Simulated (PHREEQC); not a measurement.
Consider water at 25 °C with 1.9 mmol/kgw Pb(NO3)2, 0.0026 mmol/kgw NaCl and 2 mmol/kgw Na2SO4. Closed to the air; pH follows from the charge balance.

The numbers come from PHREEQC with the ion-association model, phreeqc.dat.

```
Property                       Result
--------------------  ---------------
pH                               5.39
ionic strength        0.00955 mol/kgw
specific conductance        809 µS/cm
```

```tsv
species	molality	activity	log γ
Na+	0.00398	0.00361	-0.043
NO3-	0.00375	0.00338	-0.045
SO4-2	0.00147	0.000991	-0.172
Pb+2	0.00134	0.000896	-0.176
PbSO4	0.000498	0.000500	0.001
PbNO3+	4.95e-5	4.48e-5	-0.044
NaSO4-	1.97e-5	1.79e-5	-0.042
PbOH+	4.71e-6	4.26e-6	-0.044
H+	4.49e-6	4.10e-6	-0.039
Pb(SO4)2-2	3.89e-6	2.60e-6	-0.176
Cl-	2.51e-6	2.27e-6	-0.044
```

This is a speciation only: nothing precipitates in the calculation. The solution is supersaturated, for example in Anglesite, so a real one may precipitate; this is no full list.
